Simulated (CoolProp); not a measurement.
Vapour-liquid equilibrium of R152A (1) + isobutene (2) at 204.9 K; x and y are mole fractions of (1).

Values from CoolProp's multi-fluid Helmholtz-energy mixture model, Outcalt 1996 and Lemmon 2005; pair parameters Bell 2016.

**Question.** Give the bubble pressure and the first vapour's composition at x = 0.05, 0.35, 0.85. Is there an azeotrope?

**Answer.** x = 0.05: 5.502 kPa, y = 0.319; x = 0.35: 8.963 kPa, y = 0.655; x = 0.85: 9.474 kPa, y = 0.806. y crosses x between x = 0.75 and 0.85: the model has an azeotrope there.

The pair parameters rest on a limited set of measurements; away from them the model extrapolates. With so large a gap from Raoult's law the liquid may split in two, which this calculation doesn't test in full.
